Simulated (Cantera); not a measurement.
Input: 1 mol SiH4, 0.28 mol N2, at 19.5 Torr.

Method: chemical equilibrium by Gibbs-energy minimisation in Cantera with the NASA 1993 tables (ideal gas, pure condensed phases). Candidate condensed phases: Si, Si3N4; 18 gas species. N2 is the only nitrogen source here; it is nearly inert below about 1500 K, so the nitride shown seldom forms there in practice. Mutual solubility and eutectic melting of coexisting phases are not modelled. Gases not in the tables: Si2H6 and higher silanes. Equilibrium is a limit: real reactors are often held back by kinetics, nucleation or transport.

### Question
Which condensed phases are stable at each of these points (T (°C)): 1127, 1177, 1227, 1277, 1327, 1377, 1427, 1477?

### Answer
```
T (°C)  condensed phases  Si condensed (%)
------  ----------------  ----------------
1127    Si(s) + Si3N4(s)             100.0
1177    Si(s) + Si3N4(s)             100.0
1227    Si(s) + Si3N4(s)             100.0
1277    Si(s) + Si3N4(s)             100.0
1327    Si(s) + Si3N4(s)             100.0
1377    Si(s) + Si3N4(s)             100.0
1427    Si(l) + Si3N4(s)             100.0
1477               Si(l)             100.0
```

From 1127 °C to 1377 °C the condensed part is Si(s) + Si3N4(s). At 1427 °C the condensed part is Si(l) + Si3N4(s). At 1477 °C the condensed part is Si(l).
